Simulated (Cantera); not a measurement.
Charge: 1 mol Si₃N₄, a varied amount of HF, 1.8 mol H₂, equilibrated at 1273 K and 43000 Pa.

Equilibrium computed with Cantera from the NASA thermochemical tables; the gas is ideal and each condensed phase is pure. Candidate condensed phases: Si, Si₃N₄; 37 gas species. The numbers say what is thermodynamically allowed, not how fast it happens.

Which condensed phases are stable at each of these points (n(HF) (mol)): 2.5, 3.2, 4.1, 5.2, 6.6, 8.4, 11, 14, 17, 22, 28, 36?


```
n(HF) (mol)  condensed phases  Si condensed (%)
-----------  ----------------  ----------------
2.5                  Si₃N₄(s)              79.2
3.2                  Si₃N₄(s)              73.3
4.1                  Si₃N₄(s)              65.8
5.2                  Si₃N₄(s)              56.6
6.6                  Si₃N₄(s)              45.0
8.4                  Si₃N₄(s)              29.9
11                   Si₃N₄(s)               8.3
14                   gas only               0.0
17                   gas only               0.0
22                   gas only               0.0
28                   gas only               0.0
36                   gas only               0.0
```

From 2.5 mol HF to 11 mol HF the condensed part is Si₃N₄(s). From 14 mol HF to 36 mol HF nothing is condensed.
